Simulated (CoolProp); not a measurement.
Computed with CoolProp (reference Helmholtz-energy equation of state, Gao 2016).

Question: Give the vapour pressure (MPa), liquid density (kg/m³), enthalpy of vaporisation (kJ/kg), vapour Z of saturated sulfur dioxide at 351.6, 387.7 K.

Answer: 
```json
[
 {"T (K)": "351.6", "p (MPa)": "1.74", "liquid density (kg/m³)": "1200", "enthalpy of vaporisation (kJ/kg)": "292", "vapour Z": "0.814"},
 {"T (K)": "387.7", "p (MPa)": "3.71", "liquid density (kg/m³)": "1050", "enthalpy of vaporisation (kJ/kg)": "228", "vapour Z": "0.682"}
]
```
